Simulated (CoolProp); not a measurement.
Vapour-liquid equilibrium of benzene (1) + m-xylene (2) at 0.00759 MPa; x and y are mole fractions of (1).

The numbers come from the multi-fluid Helmholtz-energy mixture model, Thol 2012 and Zhou 2012; pair parameters Bell 2016 in CoolProp.

| x | bubble temperature, mixture model (K) | bubble temperature, Raoult's law (K) | y, mixture model | y, Raoult's law |
|---|---|---|---|---|
| 0.05 | 329.2 | 329.4 | 0.309 | 0.301 |
| 0.15 | 318.8 | 319.2 | 0.620 | 0.615 |
| 0.25 | 311.7 | 312.0 | 0.766 | 0.765 |
| 0.35 | 306.3 | 306.4 | 0.847 | 0.848 |
| 0.45 | 302.0 | 302.1 | 0.897 | 0.899 |
| 0.55 | 298.4 | 298.4 | 0.931 | 0.933 |
| 0.65 | 295.4 | 295.4 | 0.955 | 0.956 |
| 0.75 | 292.8 | 292.8 | 0.972 | 0.973 |
| 0.85 | 290.5 | 290.5 | 0.986 | 0.986 |
| 0.95 | 288.4 | 288.4 | 0.996 | 0.996 |

The largest gap from Raoult's law is -0.4 K in bubble temperature, at x = 0.15. No azeotrope shows between x = 0.05 and 0.95.

The pair parameters rest on a limited set of measurements; away from them the model extrapolates.
